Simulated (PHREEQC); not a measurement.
**Brine (model solution)**

A solution holds 0.648 mol/kgw CaCl2, 0.002 mol/kgw Na2B4O7 and 0.14 mol/kgw MgCl2, at 35 °C. Closed to the air; pH follows from the charge balance.

The numbers come from PHREEQC with the Pitzer model, pitzer.dat.

```yaml
pH: 7.87
ionic_strength: 2.36 mol/kgw
activity_of_water: 0.959
density: 1.060 g/cm³
osmotic_coefficient: 0.987
total_alkalinity: 4.00 meq/kg
```

```json
[
 {"species": "Cl-", "molality": "1.58", "activity": "0.909", "log γ": "-0.239"},
 {"species": "Ca+2", "molality": "0.645", "activity": "0.187", "log γ": "-0.537"},
 {"species": "Mg+2", "molality": "0.140", "activity": "0.0469", "log γ": "-0.474"},
 {"species": "B(OH)3", "molality": "0.00402", "activity": "0.00535", "log γ": "0.124"},
 {"species": "Na+", "molality": "0.00400", "activity": "0.00344", "log γ": "-0.065"},
 {"species": "CaB(OH)4+", "molality": "0.00248", "activity": "0.00182", "log γ": "-0.135"},
 {"species": "B(OH)4-", "molality": "0.00119", "activity": "0.000217", "log γ": "-0.739"},
 {"species": "MgB(OH)4+", "molality": "0.000307", "activity": "0.000255", "log γ": "-0.080"},
 {"species": "MgOH+", "molality": "1.31e-5", "activity": "1.19e-5", "log γ": "-0.043"},
 {"species": "OH-", "molality": "1.08e-5", "activity": "1.47e-6", "log γ": "-0.868"},
 {"species": "B3O3(OH)4-", "molality": "1.11e-6", "activity": "3.63e-7", "log γ": "-0.487"},
 {"species": "B4O5(OH)4-2", "molality": "6.03e-8", "activity": "3.69e-10", "log γ": "-2.214"},
 {"species": "H+", "molality": "1.17e-8", "activity": "1.36e-8", "log γ": "0.067"}
]
```

Precipitation was switched off in this run. Species that the database lacks are ignored. In brines, pH and single-ion activities rest on the MacInnes convention.
